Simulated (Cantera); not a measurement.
## Low-pressure radical oxidation in H2/O2

An isothermal, constant-pressure homogeneous reactor starts with H2 : O2 = 0.18 : 1 (molar parts), equivalence ratio 0.090, at 1223 K and 0.0132 atm.

Computed with Cantera and the H2/O2 subset of GRI-Mech 3.0, which has no nitrogen chemistry. Radical loss at walls, strong at low pressure, is not modelled. The temperature is held fixed by assumption; the heat of reaction is taken as removed at once.

| t (s) | x H2 | x O2 | x OH | x H2O2 | x O | x HO2 |
|---|---|---|---|---|---|---|
| 4.00e-6 | 0.153 | 0.847 | 3.05e-11 | <1e-12 | 3.14e-11 | 7.28e-10 |
| 1.75e-5 | 0.153 | 0.847 | 4.67e-10 | <1e-12 | 5.27e-10 | 3.18e-9 |
| 7.61e-5 | 0.153 | 0.847 | 5.68e-9 | 7.92e-12 | 7.99e-9 | 1.39e-8 |
| 0.000332 | 0.153 | 0.847 | 3.37e-7 | 1.51e-10 | 5.31e-7 | 6.25e-8 |
| 0.00145 | 0.0173 | 0.764 | 0.0120 | 3.85e-7 | 0.0525 | 6.92e-6 |
| 0.00632 | 0.00474 | 0.773 | 0.00801 | 2.45e-7 | 0.0519 | 7.18e-6 |
| 0.0276 | 0.00155 | 0.817 | 0.00467 | 2.78e-7 | 0.0153 | 6.34e-6 |
| 0.120 | 0.000107 | 0.833 | 0.00123 | 1.27e-7 | 0.00104 | 1.86e-6 |
| 0.525 | 7.12e-6 | 0.835 | 0.000321 | 3.06e-8 | 6.99e-5 | 2.24e-7 |
| 2.29 | 8.27e-7 | 0.835 | 0.000110 | 7.03e-9 | 8.23e-6 | 3.53e-8 |
| 10.0 | 1.39e-7 | 0.835 | 4.54e-5 | 1.68e-9 | 1.40e-6 | 1.55e-8 |
x: mole fraction; the columns are a selection and need not sum to one.

Equilibrium at this temperature and pressure: H2 3.20e-8, O2 0.835, OH 2.18e-5, H2O2 5.11e-10, O 3.22e-7, HO2 2.12e-8 (gas phase only).
